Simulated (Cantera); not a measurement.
A perfectly stirred reactor is fed with 54.9 % NO, 45.1 % N₂, at 20.0 Torr; it is held at 2073 K, and followed from long to short residence time.

Computed with Cantera and GRI-Mech 3.0 (53 species, 325 reactions). Radical loss at walls, strong at low pressure, is not modelled.

Predict: x(NO) at τ = 0.510 s; x(N₂O) at τ = 0.510 s; x(N₂) at τ = 0.510 s; x(NO₂) at τ = 0.510 s; x(O) at τ = 0.510 s; x(NO) at τ = 41.0 ms; x(N₂O) at τ = 41.0 ms; x(N₂) at τ = 41.0 ms; x(NO₂) at τ = 41.0 ms; x(O) at τ = 41.0 ms.


```
Quantity                  Value
---------------------  --------
x(NO) at τ = 0.510 s      0.498
x(N₂O) at τ = 0.510 s   8.45e-5
x(N₂) at τ = 0.510 s      0.476
x(NO₂) at τ = 0.510 s   4.25e-5
x(O) at τ = 0.510 s     0.00140
x(NO) at τ = 41.0 ms      0.547
x(N₂O) at τ = 41.0 ms  0.000104
x(N₂) at τ = 41.0 ms      0.452
x(NO₂) at τ = 41.0 ms   1.68e-5
x(O) at τ = 41.0 ms    0.000582
```
